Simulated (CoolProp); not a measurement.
The numbers come from the reference Helmholtz-energy equation of state, Lemmon 2003 in CoolProp. It is a pseudo-pure fit of the blend.

### Question
For R507A, give the phase and the cv (kJ/(kg K)), isothermal compressibility (1/MPa), viscosity (µPa s) at 267.1 K and 2.16 MPa; 277.8 K and 2.16 MPa; 299.2 K and 2.16 MPa.

### Answer
- 267.1 K and 2.16 MPa: liquid; cv 0.868, isothermal compressibility 0.00451, viscosity 205
- 277.8 K and 2.16 MPa: liquid; cv 0.883, isothermal compressibility 0.00578, viscosity 177
- 299.2 K and 2.16 MPa: liquid; cv 0.919, isothermal compressibility 0.0110, viscosity 130

Viscosity comes from a separate model (Geller 2000).
